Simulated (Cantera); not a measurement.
Input: 1 mol B, 94 mol H2, 0.26 mol O2, equilibrated at 700 °C and 3.83 Torr.

Method: chemical equilibrium by Gibbs-energy minimisation in Cantera with the NASA 1993 tables (ideal gas, pure condensed phases). Candidate condensed phases: B, B2O3, B3O3H3, H2O; 23 gas species. Equilibrium is a limit: real reactors are often held back by kinetics, nucleation or transport.

Problem. What is the equilibrium state?

Solution. 
- x(H2): 1.000
- x(B3O3H3): 0.000420
- x(HBO): 6.37e-6
- n(B(s)): 0.614 mol
- n(B2O3(l)): 0.134 mol
- gas amount: 93.98 mol
- log10 activity of B3O3H3(s) (absent): -9.31
